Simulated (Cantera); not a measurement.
**Low-pressure radical oxidation in H2/O2**

An isothermal, constant-pressure homogeneous reactor starts with 1.96 % H2, 98.0 % O2, equivalence ratio 0.010, at 1200 K and 20.3 Torr.

Detailed kinetics in Cantera: the H2/O2 subset of GRI-Mech 3.0, which has no nitrogen chemistry. Radical loss at walls, strong at low pressure, is not modelled.

```json
[
 {"t (s)": "8.00e-5", "x H2": "0.0196", "x O2": "0.980", "x H2O2": "<1e-12", "x O": "2.47e-9", "x H": "1.20e-9"},
 {"t (s)": "0.000205", "x H2": "0.0196", "x O2": "0.980", "x H2O2": "2.42e-12", "x O": "1.28e-8", "x H": "3.44e-9"},
 {"t (s)": "0.000528", "x H2": "0.0196", "x O2": "0.980", "x H2O2": "1.61e-11", "x O": "1.61e-7", "x H": "3.43e-8"},
 {"t (s)": "0.00136", "x H2": "0.0195", "x O2": "0.980", "x H2O2": "2.90e-10", "x O": "4.72e-5", "x H": "9.83e-6"},
 {"t (s)": "0.00348", "x H2": "0.000387", "x O2": "0.965", "x H2O2": "1.15e-7", "x O": "0.0141", "x H": "0.00174"},
 {"t (s)": "0.00894", "x H2": "0.000124", "x O2": "0.967", "x H2O2": "7.05e-8", "x O": "0.0118", "x H": "0.00100"},
 {"t (s)": "0.0230", "x H2": "7.59e-5", "x O2": "0.972", "x H2O2": "6.76e-8", "x O": "0.00707", "x H": "0.000469"},
 {"t (s)": "0.0590", "x H2": "2.98e-5", "x O2": "0.977", "x H2O2": "5.76e-8", "x O": "0.00275", "x H": "0.000114"},
 {"t (s)": "0.152", "x H2": "7.54e-6", "x O2": "0.979", "x H2O2": "3.82e-8", "x O": "0.000697", "x H": "1.46e-5"},
 {"t (s)": "0.389", "x H2": "1.51e-6", "x O2": "0.980", "x H2O2": "1.84e-8", "x O": "0.000141", "x H": "1.34e-6"},
 {"t (s)": "1.00", "x H2": "3.04e-7", "x O2": "0.980", "x H2O2": "6.79e-9", "x O": "2.87e-5", "x H": "1.23e-7"}
]
```
x: mole fraction; the columns are a selection and need not sum to one.

Equilibrium at this temperature and pressure: H2 1.56e-9, O2 0.980, H2O2 7.72e-11, O 1.52e-7, H 4.77e-11 (gas phase only).
